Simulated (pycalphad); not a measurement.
Computed with pycalphad from the COST 507 light-alloy database (1999), at 1 atm. No gas phase is included, though pure Mg would boil below 1650 K. The database dates from 1999; later assessments differ in places, in temperatures and in the compounds included. The system is extrapolated from its subsystems; higher-order compounds may be missing. Diffusion is slow at the low end, where real alloys seldom reach equilibrium.

**Al-0.21Mn-0.38Si-0.87Mg (at.%): equilibrium cooling sequence**

```json
[
 {"T (K)": "926.7", "phases above": "liquid", "phases below": "fcc + liquid"},
 {"T (K)": "900.7", "phases above": "fcc + liquid", "phases below": "ALMNSI_ALPHA + fcc + liquid"},
 {"T (K)": "894.5", "phases above": "ALMNSI_ALPHA + fcc + liquid", "phases below": "ALMNSI_ALPHA + fcc"},
 {"T (K)": "784.2", "phases above": "ALMNSI_ALPHA + fcc", "phases below": "ALMNSI_ALPHA + fcc + MG2SI"},
 {"T (K)": "416.2", "phases above": "ALMNSI_ALPHA + fcc + MG2SI", "phases below": "AL12MN + ALMNSI_ALPHA + fcc + MG2SI"},
 {"T (K)": "372.8", "phases above": "AL12MN + ALMNSI_ALPHA + fcc + MG2SI", "phases below": "AL12MN + fcc + MG2SI"}
]
```

Changes were sought between steps of 50 K, so a narrower field can be missed.

Database names, with the compositions (at.%) that they take in these runs: ALMNSI_ALPHA: Al 71-78 Mn 17 Si 4-12; MG2SI: Mg 67 Si 33; AL12MN: Al 92 Mn 8.
